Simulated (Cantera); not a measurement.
A closed system holds: 1 mol B, 0.11 mol H₂O, 12 mol H₂, 0.13 mol O₂, equilibrated at 0.100 bar.

These are equilibrium values from Cantera (NASA tables, ideal gas, pure condensed phases), not measurements of a reactor. Candidate condensed phases: B, B₂O₃, B₃O₃H₃, H₂O; 23 gas species. Mutual solubility and eutectic melting of coexisting phases are not modelled. Kinetics and transport are ignored.

Which condensed phases are stable at each of these points (T (K)): 1098, 1148, 1198, 1248, 1298, 1348, 1398, 1448, 1498, 1548, 1598, 1648, 1698, 1748?


```
T (K)  condensed phases  B condensed (%)
-----  ----------------  ---------------
1098     B(s) + B₂O₃(l)             92.5
1148     B(s) + B₂O₃(l)             92.2
1198     B(s) + B₂O₃(l)             91.9
1248     B(s) + B₂O₃(l)             91.6
1298     B(s) + B₂O₃(l)             90.9
1348     B(s) + B₂O₃(l)             89.7
1398     B(s) + B₂O₃(l)             87.5
1448     B(s) + B₂O₃(l)             83.3
1498     B(s) + B₂O₃(l)             75.7
1548               B(s)             64.2
1598               B(s)             64.1
1648               B(s)             63.8
1698               B(s)             63.6
1748               B(s)             63.4
```

From 1098 K to 1498 K the condensed part is B(s) + B₂O₃(l). From 1548 K to 1748 K the condensed part is B(s).
